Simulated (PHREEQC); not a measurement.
Consider water at 25 °C with 0.014 mol/kgw Cu(NO3)2, 0.00126 mol/kgw HBF4 and 0.0038 mol/kgw NaCl. Closed to the air; pH follows from the charge balance.

The numbers come from PHREEQC with the ion-association model, wateq4f.dat.

No solid was allowed to form.

Task: Predict the pH.

Result: pH 2.83.

Task: In which forms is Cl present?

Result: Cl- 98 %, CuCl+ 1.8 % of the Cl.

Real BF4- forms and hydrolyses slowly; the run takes it at equilibrium.
